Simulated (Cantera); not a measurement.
A perfectly stirred reactor is fed with 62.9 % N₂O, 37.1 % N₂, at 20.0 Torr; it is held at 1475 K, and followed from long to short residence time.

Detailed kinetics in Cantera: GRI-Mech 3.0 (53 species, 325 reactions). GRI-Mech 3.0 was tuned for natural gas; its chemistry of N2O as a main component is partial and can be far from experiment. Radical loss at walls, strong at low pressure, is not modelled. The temperature is held fixed by assumption; the heat of reaction is taken as removed at once.

Question: Predict: x(N₂O) at τ = 0.630 s; x(NO) at τ = 0.630 s; x(NO₂) at τ = 0.630 s; x(N₂) at τ = 0.630 s; x(O₂) at τ = 0.630 s; x(N₂O) at τ = 5.70 ms; x(NO) at τ = 5.70 ms; x(NO₂) at τ = 5.70 ms; x(N₂) at τ = 5.70 ms; x(O₂) at τ = 5.70 ms.

Answer: 
```json
{
 "x(N₂O) at τ = 0.630 s": "0.327",
 "x(NO) at τ = 0.630 s": "0.0539",
 "x(NO₂) at τ = 0.630 s": "1.23e-5",
 "x(N₂) at τ = 0.630 s": "0.531",
 "x(O₂) at τ = 0.630 s": "0.0880",
 "x(N₂O) at τ = 5.70 ms": "0.624",
 "x(NO) at τ = 5.70 ms": "0.000912",
 "x(NO₂) at τ = 5.70 ms": "3.76e-8",
 "x(N₂) at τ = 5.70 ms": "0.374",
 "x(O₂) at τ = 5.70 ms": "0.00148"
}
```
